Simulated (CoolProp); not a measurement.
A single-stage vapour-compression cycle with R22: evaporating at 199.15 K (dew point), condensing at 244.15 K (bubble point), superheat 0 K, subcooling 8 K, compressor efficiency 0.65, no pressure losses. Each further row changes one setting.

Model: reference Helmholtz-energy equation of state, Kamei 1995, in CoolProp.

| case | cooling COP | pressure ratio | discharge temperature (K) | refrigerating effect (kJ/kg) | volumetric capacity (kJ/m³) |
|---|---|---|---|---|---|
| as stated | 2.50 | 10.9 | 339.9 | 214 | 177 |
| evaporating temperature 204.15 K | 2.95 | 7.84 | 326.0 | 216 | 243 |
| condensing temperature 239.15 K | … | 8.76 | 326.6 | 219 | 182 |
| subcooling 13 K | … | 10.9 | 339.9 | 219 | 182 |
| superheat 10 K | 2.45 | 10.9 | … | 219 | 173 |
| compressor efficiency 0.55 | 2.12 | 10.9 | 361.5 | 214 | 177 |

Question: Fill in the missing entries.

Answer: 
- condensing temperature 239.15 K, cooling COP: 2.87
- subcooling 13 K, cooling COP: 2.56
- superheat 10 K, discharge temperature (K): 353.1
